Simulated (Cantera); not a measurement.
Feed: 1 mol B, 3.3 mol H2, 2 mol NH3, equilibrated at 2100 K.

Cantera equilibrium calculation (NASA polynomials, part measured and part estimated; ideal gas, pure solids and liquids). Candidate condensed phases: B, BN; 15 gas species. Mutual solubility and eutectic melting of coexisting phases are not modelled. Rates play no part.

Question: Which condensed phases are stable at each of these points (P (Pa)): 10, 28, 77, 220, 600, 1700, 4600, 13000, 36000, 100000?

Answer: 
```
P (Pa)  condensed phases  B condensed (%)
------  ----------------  ---------------
10                  B(s)             94.0
28                  B(s)             97.6
77                  B(s)             98.8
220                 B(s)             99.3
600         B(s) + BN(s)             99.4
1700               BN(s)             99.7
4600               BN(s)             99.8
13000              BN(s)             99.9
36000              BN(s)             99.9
100000             BN(s)            100.0
```

From 0.000100 bar to 0.00220 bar the condensed part is B(s). At 0.00600 bar the condensed part is B(s) + BN(s). From 0.0170 bar to 1.00 bar the condensed part is BN(s). The share of B in condensed phases is highest at 1.00 bar (100.0 %) and lowest at 0.000100 bar (94.0 %).
